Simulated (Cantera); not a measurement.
Cantera run, input and output.

```python
import numpy as np
import cantera as ct

gas = ct.Solution("gri30.yaml")
gas.TPX = 1623, 160000, {'H2': 1, 'O2': 1.43, 'N2': 4.43, 'NO': 0.0072}
reactor = ct.IdealGasConstPressureReactor(gas, energy="on", clone=False)
net = ct.ReactorNet([reactor])
net.rtol, net.atol = 1e-08, 1e-16
show = ['H2', 'O2', 'NO', 'H2O', 'H', 'HO2']
times = np.geomspace(1e-06, 0.7, 12)

steps = ct.SolutionArray(gas, extra=["t"])
rows = []
print(f"{'t/s':>10s}{'T/K':>9s}{'P/Pa':>11s}" + "".join(f"{s:>11s}" for s in show))
for t in times:
    while net.time < t:
        t_next = net.step()
        steps.append(gas.state, t=t_next)
    rows.append([np.interp(t, steps.t, y) for y in (steps.T, steps.P, *steps(*show).X.T)])
    print(f"{t:10.3e}{rows[-1][0]:9.1f}{rows[-1][1]:11.4g}" + "".join(f"{x:11.3e}" for x in rows[-1][2:]))
rate = np.gradient(steps.T, steps.t)
print("integrator steps:", len(steps.t))
if steps.T.max() > steps.T[0] + 200:
    print(f"time of steepest temperature rise: {steps.t[rate.argmax()]:.4e} s")
gas.TPX = 1623, 160000, {'H2': 1, 'O2': 1.43, 'N2': 4.43, 'NO': 0.0072}
gas.equilibrate("HP")
print(f"equilibrium (HP): T = {gas.T:.1f} K  " + "  ".join(f"{s} {gas[s].X[0]:.3e}" for s in show))
```

Output:

```
       t/s      T/K       P/Pa         H2         O2         NO        H2O          H        HO2
 1.000e-06   1623.0    1.6e+05  1.456e-01  2.082e-01  1.048e-03  2.608e-06  2.830e-06  1.254e-06
 3.399e-06   1623.4    1.6e+05  1.442e-01  2.075e-01  1.048e-03  9.440e-04  6.791e-04  2.294e-05
 1.155e-05   1986.5    1.6e+05  1.268e-02  1.295e-01  1.098e-03  1.131e-01  2.537e-02  3.982e-05
 3.928e-05   2348.3    1.6e+05  6.142e-03  1.346e-01  1.190e-03  1.335e-01  5.968e-03  1.435e-05
 1.335e-04   2509.4    1.6e+05  2.256e-03  1.395e-01  1.395e-03  1.451e-01  1.161e-03  1.440e-05
 4.538e-04   2518.2    1.6e+05  2.017e-03  1.397e-01  1.924e-03  1.459e-01  9.742e-04  1.498e-05
 1.543e-03   2515.6    1.6e+05  1.999e-03  1.389e-01  3.611e-03  1.460e-01  9.589e-04  1.483e-05
 5.243e-03   2508.4    1.6e+05  1.950e-03  1.368e-01  8.211e-03  1.463e-01  9.178e-04  1.440e-05
 1.782e-02   2497.7    1.6e+05  1.878e-03  1.337e-01  1.500e-02  1.467e-01  8.593e-04  1.379e-05
 6.058e-02   2494.7    1.6e+05  1.858e-03  1.328e-01  1.691e-02  1.468e-01  8.434e-04  1.362e-05
 2.059e-01   2494.7    1.6e+05  1.858e-03  1.328e-01  1.692e-02  1.468e-01  8.433e-04  1.362e-05
 7.000e-01   2494.7    1.6e+05  1.858e-03  1.328e-01  1.692e-02  1.468e-01  8.433e-04  1.362e-05
integrator steps: 1243
time of steepest temperature rise: 6.0743e-06 s
equilibrium (HP): T = 2494.7 K  H2 1.858e-03  O2 1.328e-01  NO 1.692e-02  H2O 1.468e-01  H 8.433e-04  HO2 1.362e-05
```

Detailed kinetics in Cantera: GRI-Mech 3.0 (53 species, 325 reactions).
